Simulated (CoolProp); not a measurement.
Vapour-liquid equilibrium of benzene (1) + m-xylene (2) at 195.45 °C; x and y are mole fractions of (1).

The numbers come from the multi-fluid Helmholtz-energy mixture model, Thol 2012 and Zhou 2012; pair parameters Bell 2016 in CoolProp.

Question: Give the bubble pressure and the first vapour's composition at x = 0.2, 0.65, 0.875. Is there an azeotrope?

Answer: x = 0.2: 0.5506 MPa, y = 0.425; x = 0.65: 0.9689 MPa, y = 0.837; x = 0.875: 1.199 MPa, y = 0.950. No azeotrope shows between x = 0.05 and 0.95.

Pair parameters are fitted to limited data, so mixtures are less certain than the pure fluids.
